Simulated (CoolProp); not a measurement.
Nitrogen along the isotherm 142.8 K: Z from the reference equation and from simpler models built on Tc = 126.2 K, pc = 3396 kPa, ω = 0.037; each cubic takes its own stable root.

Values from CoolProp's reference Helmholtz-energy equation of state, Span 2000.

```json
[
 {"p (kPa)": "107", "phase": "gas", "reference": "0.9928"},
 {"p (kPa)": "244", "phase": "gas", "reference": "0.9835"},
 {"p (kPa)": "556", "phase": "gas", "reference": "0.9619"},
 {"p (kPa)": "1270", "phase": "gas", "reference": "0.9103"},
 {"p (kPa)": "2880", "phase": "gas", "reference": "0.7797"},
 {"p (kPa)": "6560", "phase": "supercritical", "reference": "0.4524"},
 {"p (kPa)": "14900", "phase": "supercritical", "reference": "0.6394"},
 {"p (kPa)": "34000", "phase": "supercritical", "reference": "1.210"}
]
```

Task: How far does each simpler model (Soave-Redlich-Kwong, Peng-Robinson) lie from the reference over these 8 states: mean and median of the absolute difference, and the worst?

Result: 
- Soave-Redlich-Kwong: mean 1.7 %, median 0.2 %, worst +8.2 % at 142.8 K and 6560 kPa
- Peng-Robinson: mean 2.9 %, median 1.1 %, worst -10.7 % at 142.8 K and 34000 kPa
